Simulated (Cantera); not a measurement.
What does this Cantera script print?

```python
import numpy as np
import cantera as ct

gas = ct.Solution("gri30.yaml")
gas.TPX = 948, 101325, {'CH4': 0.0022, 'O2': 0.057, 'N2': 1}
reactor = ct.IdealGasConstPressureReactor(gas, energy="off", clone=False)
net = ct.ReactorNet([reactor])
net.rtol, net.atol = 1e-08, 1e-18
show = ['CH4', 'O2', 'HCN', 'C2H6', 'H', 'CH3']
times = np.geomspace(0.0001, 50, 15)

steps = ct.SolutionArray(gas, extra=["t"])
rows = []
print(f"{'t/s':>10s}{'T/K':>9s}{'P/Pa':>11s}" + "".join(f"{s:>11s}" for s in show))
for t in times:
    while net.time < t:
        t_next = net.step()
        steps.append(gas.state, t=t_next)
    rows.append([np.interp(t, steps.t, y) for y in (steps.T, steps.P, *steps(*show).X.T)])
    print(f"{t:10.3e}{rows[-1][0]:9.1f}{rows[-1][1]:11.4g}" + "".join(f"{x:11.3e}" for x in rows[-1][2:]))
rate = np.gradient(steps.T, steps.t)
print("integrator steps:", len(steps.t))
if steps.T.max() > steps.T[0] + 200:
    print(f"time of steepest temperature rise: {steps.t[rate.argmax()]:.4e} s")
gas.TPX = 948, 101325, {'CH4': 0.0022, 'O2': 0.057, 'N2': 1}
gas.equilibrate("TP")
print(f"equilibrium (TP): T = {gas.T:.1f} K  " + "  ".join(f"{s} {gas[s].X[0]:.3e}" for s in show))
```

Output:

```
       t/s      T/K       P/Pa        CH4         O2        HCN       C2H6          H        CH3
 1.000e-04    948.0  1.013e+05  2.077e-03  5.381e-02  4.596e-33  6.373e-21  9.271e-17  1.202e-12
 2.553e-04    948.0  1.013e+05  2.077e-03  5.381e-02  3.008e-32  1.064e-19  1.549e-16  3.070e-12
 6.518e-04    948.0  1.013e+05  2.077e-03  5.381e-02  1.951e-31  1.744e-18  3.129e-16  7.844e-12
 1.664e-03    948.0  1.013e+05  2.077e-03  5.381e-02  1.272e-30  2.889e-17  7.187e-16  2.008e-11
 4.249e-03    948.0  1.013e+05  2.077e-03  5.381e-02  8.372e-30  4.897e-16  1.771e-15  5.162e-11
 1.085e-02    948.0  1.013e+05  2.077e-03  5.381e-02  5.560e-29  8.376e-15  4.566e-15  1.342e-10
 2.770e-02    948.0  1.013e+05  2.077e-03  5.381e-02  3.805e-28  1.492e-13  1.247e-14  3.598e-10
 7.071e-02    948.0  1.013e+05  2.077e-03  5.381e-02  2.853e-27  3.023e-12  3.880e-14  1.050e-09
 1.805e-01    948.0  1.013e+05  2.077e-03  5.381e-02  2.867e-26  8.673e-11  1.688e-13  3.811e-09
 4.609e-01    948.0  1.013e+05  2.077e-03  5.381e-02  7.940e-25  4.994e-09  1.452e-12  1.949e-08
 1.177e+00    948.0  1.013e+05  2.075e-03  5.381e-02  4.146e-23  1.484e-07  8.924e-12  5.207e-08
 3.004e+00    948.0  1.013e+05  2.059e-03  5.380e-02  6.986e-21  2.368e-06  1.252e-10  1.595e-07
 7.671e+00    948.0  1.013e+05  6.965e-06  5.014e-02  2.595e-15  2.939e-09  1.448e-09  7.587e-09
 1.958e+01    948.0  1.013e+05  2.164e-08  4.987e-02  1.100e-15  6.332e-14  3.612e-10  2.547e-11
 5.000e+01    948.0  1.013e+05  3.565e-12  4.971e-02  4.574e-16  5.029e-21  5.814e-11  4.864e-15
integrator steps: 1986
equilibrium (TP): T = 948.0 K  CH4 1.130e-49  O2 4.966e-02  HCN 1.314e-35  C2H6 4.377e-90  H 2.956e-16  CH3 1.749e-51
```

Computed with Cantera and GRI-Mech 3.0 (53 species, 325 reactions). Below about 1000 K GRI-Mech 3.0 lacks low-temperature oxidation paths.
